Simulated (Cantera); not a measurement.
Feed: 1 mol SiCl4, 0.94 mol Cl2, a varied amount of H2, equilibrated at 1325 K and 100000 Pa.

Cantera equilibrium calculation (NASA polynomials, part measured and part estimated; ideal gas, pure solids and liquids). Candidate condensed phases: Si; 19 gas species. Kinetics and transport are ignored.

Problem. At 0.74 mol H2, list the 4 most abundant gas species with their mole fractions, and the condensed phases.

Solution. HCl 0.551, SiCl4 0.372, Cl2 0.0724, Cl 0.00415. Condensed: gas only.
